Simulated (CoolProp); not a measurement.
R245fa along the isotherm 166.85 °C: fugacity coefficient from the reference equation and from simpler models built on Tc = 153.9 °C, pc = 3.651 MPa, ω = 0.378; each cubic takes its own stable root.

The numbers come from the reference Helmholtz-energy equation of state, Akasaka 2015 in CoolProp.

```
p (MPa)          phase  reference  van der Waals  Redlich-Kwong  Soave-Redlich-Kwong  Peng-Robinson
-------  -------------  ---------  -------------  -------------  -------------------  -------------
0.0289             gas     0.9977         0.9978         0.9975               0.9976         0.9973
0.0657             gas     0.9947         0.9950         0.9944               0.9945         0.9938
0.149              gas     0.9879         0.9887         0.9873               0.9875         0.9860
0.34               gas     0.9725         0.9744         0.9711               0.9717              ?
0.774              gas     0.9376         0.9418         0.9346               0.9360         0.9287
1.76               gas          ?         0.8680         0.8534                    ?         0.8418
4.01     supercritical     0.6781         0.6906         0.6687               0.6779         0.6534
9.13     supercritical     0.3870         0.4225              ?               0.4062         0.3815
```

### Question
Some entries are withheld; supply them.

### Answer

- 0.34, Peng-Robinson: 0.9683
- 1.76, reference: 0.8593
- 1.76, Soave-Redlich-Kwong: 0.8566
- 9.13, Redlich-Kwong: 0.3935
